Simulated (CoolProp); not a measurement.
Vapour pressure (bar) of methane: the reference equation beside estimates from Tc = 190.6 K, pc = 45.99 bar, ω = 0.011. Clausius-Clapeyron is anchored at 146.8 K with a constant enthalpy of vaporisation of 6.798 kJ/mol.

Computed with CoolProp (reference Helmholtz-energy equation of state, Setzmann 1991).

```tsv
T (K)	reference	Lee-Kesler	Clausius-Clapeyron	van der Waals	Redlich-Kwong	Soave-Redlich-Kwong
122.4	2.261	2.248	2.956	5.856	1.861	2.234
130.5	3.785	3.780	4.474	8.236	3.333	3.773
138.7	5.991	5.999	6.480	11.22	5.542	6.015
146.8	8.971	8.989	8.971	14.77	8.592	9.053
155	12.95	12.97	12.04	19.03	12.71	13.11
163.1	17.99	18.00	15.65	23.92	17.94	18.25
171.3	24.39	24.39	19.90	29.60	24.55	24.75
179.4	32.21	32.20	24.68	35.96	32.50	32.59
187.6	41.92	41.94	30.12	43.18	42.11	42.12
```

Absolute difference from the reference over all 9 rows, mean and median: Lee-Kesler 0.1 and 0.1 %, Clausius-Clapeyron 16.3 and 18.2 %, van der Waals 60.5 and 46.9 %, Redlich-Kwong 5.1 and 1.9 %, Soave-Redlich-Kwong 1.0 and 1.2 %.
